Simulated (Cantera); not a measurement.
Cantera with NASA thermochemical tables; ideal gases at 1 bar, condensed phases pure. Values are per mole of reaction as written; species without (g) are pure solids or liquids, kept so even where they would boil at 1 bar. VN: taken at fixed stoichiometry.

Problem. Between 300 and 1400 K, where is each reaction favourable under standard conditions?
- 2 V2O4 + N2(g) ⇌ 2 NO(g) + 2 V2O3
- VN + H2O2(g) ⇌ VO2(g) + 2 H(g) + N(g)
- N2(g) + V2O4 ⇌ 2 VN + 4 O(g)

Solution. 
- 2 V2O4 + N2(g) ⇌ 2 NO(g) + 2 V2O3: ΔG° is 534 kJ at 300 K and 355 kJ at 1400 K; it stays positive (K < 1). ΔH° is 573 kJ and ΔS° 156 J/K at 1400 K.
- VN + H2O2(g) ⇌ VO2(g) + 2 H(g) + N(g): ΔG° is 917 kJ at 300 K and 487 kJ at 1400 K; it stays positive (K < 1). ΔH° is 1037 kJ and ΔS° 393 J/K at 1400 K.
- N2(g) + V2O4 ⇌ 2 VN + 4 O(g): ΔG° is 1862 kJ at 300 K and 1419 kJ at 1400 K; it stays positive (K < 1). ΔH° is 1981 kJ and ΔS° 402 J/K at 1400 K.
